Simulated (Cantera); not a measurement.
A Cantera script and what it prints.

```python
import numpy as np
import cantera as ct

gas_names = """
    H HO2 H2 H2O H2O2 H2S H2SO4 O OH O2 O3 S SH SO SO2 SO3 S2 S2O S8
""".split()
cond_names = """
    H2O(s) H2O(L) H2SO4(L) S(cr1) S(cr2) S(L)
""".split()


# ... load() reads the species with a 1 bar reference pressure and builds the phases ...
atoms = {
    'SO2': {'S': 1, 'O': 2},
    'H2O': {'H': 2, 'O': 1},
    'O2': {'O': 2},
}
top_T = {}  # K; cautious upper limits of use, not melting points


# ... equilibrate(T, P, feed) seeds the gas with the atoms and calls Mixture.equilibrate('TP', solver="vcs", rtol=1e-11, max_steps=5000) ...
results = []
feed = {'SO2': 1, 'H2O': 0.71, 'O2': 0.081}  # mol
P = 2700  # Pa
for T in [698, 798, 898, 998, 1098, 1198, 1298, 1398, 1498, 1598, 1698, 1798]:
    mix = equilibrate(T, P, feed)
    results.append((T, P, feed, dict(zip(mix.species_names, mix.species_moles))))

top = {s: max(r[3][s] / sum(r[3][g] for g in gas_names) for r in results) for s in gas_names}
cols = sorted((s for s in top if top[s] > 0.0001), key=lambda s: -top[s])[:5]
seen = [c for c in cond_names if any(r[3].get(c, 0) > 1e-12 for r in results)]
print("log10 of partial pressures in bar; condensed amounts in mol")
print(f"{'T/K':>10s}" + "".join(f"{s[:9]:>10s}" for s in cols + seen))
for T, P, feed, n in results:
    ng = sum(n[g] for g in gas_names)
    print(f"{T:10.4g}" + "".join(f"{np.log10(max(n[s] / ng * P / 1e5, 1e-99)):10.3f}" for s in cols)
          + "".join(f"{n.get(c, 0):10.4g}" for c in seen))
```

Output:

```
log10 of partial pressures in bar; condensed amounts in mol
       T/K       SO2       H2O       SO3        O2        OH
       698    -1.878    -1.951    -2.595    -6.388   -12.508
       798    -1.877    -1.951    -2.602    -4.557   -10.531
       898    -1.861    -1.956    -2.745    -3.442    -9.072
       998    -1.838    -1.964    -3.107    -3.072    -8.037
      1098    -1.828    -1.968    -3.510    -2.969    -7.238
      1198    -1.825    -1.969    -3.876    -2.936    -6.585
      1298    -1.823    -1.970    -4.193    -2.924    -6.036
      1398    -1.822    -1.970    -4.466    -2.919    -5.566
      1498    -1.822    -1.971    -4.704    -2.917    -5.159
      1598    -1.822    -1.971    -4.911    -2.916    -4.804
      1698    -1.822    -1.972    -5.094    -2.916    -4.491
      1798    -1.823    -1.973    -5.256    -2.916    -4.213
```

Cantera equilibrium calculation (NASA polynomials, part measured and part estimated; ideal gas, pure solids and liquids).
